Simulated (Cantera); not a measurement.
Input: 1 mol SiCl4, 67 mol H2, held at 0.133 bar.

These are equilibrium values from Cantera (NASA tables, ideal gas, pure condensed phases), not measurements of a reactor. Candidate condensed phases: Si; 19 gas species. The numbers say what is thermodynamically allowed, not how fast it happens.

Question: What share of the Si ends up in condensed phases as a function of T (°C), at 675, 750, 825, 900, 975, 1050, 1125, 1200?

Answer: 
| T (°C) | Si condensed (%) | as |
|---|---|---|
| 675 | 0.2 | Si(s) |
| 750 | 10.2 | Si(s) |
| 825 | 23.1 | Si(s) |
| 900 | 36.5 | Si(s) |
| 975 | 46.7 | Si(s) |
| 1050 | 51.8 | Si(s) |
| 1125 | 53.1 | Si(s) |
| 1200 | 52.7 | Si(s) |
